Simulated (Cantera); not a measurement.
Charge: 1 mol NiS, 0.87 mol H2, held at 1798 K and 7200 Pa.

Method: chemical equilibrium by Gibbs-energy minimisation in Cantera with the NASA 1993 tables (ideal gas, pure condensed phases). Candidate condensed phases: Ni, NiS, NiS2, Ni3S2, Ni3S4, S; 9 gas species. The numbers say what is thermodynamically allowed, not how fast it happens.

Base state: H2 0.785, S2 0.120, H2S 0.0795, SH 0.0133, H 0.00116, S 0.000944, NiS 0.000166, Ni 5.51e-5 (mole fractions); condensed: Ni3S2(l).

Q: What changes in the equilibrium state with this change: pressure from 7200 Pa to 50.0 Pa?

A: 
```json
[
 {"species": "H2", "before": "0.785", "after": "0.585"},
 {"species": "S2", "before": "0.120", "after": "0.322"},
 {"species": "Ni", "before": "5.51e-5", "after": "0.0257"},
 {"species": "H2S", "before": "0.0795", "after": "0.00807"},
 {"species": "NiS", "before": "0.000166", "after": "0.0106"},
 {"species": "S", "before": "0.000944", "after": "0.0185"},
 {"species": "H", "before": "0.00116", "after": "0.0120"},
 {"species": "SH", "before": "0.0133", "after": "0.0188"},
 {"species": "Ni3S2(l), mol", "before": "0.333", "after": "0"},
 {"species": "Ni(l), mol", "before": "0", "after": "0.948"}
]
```
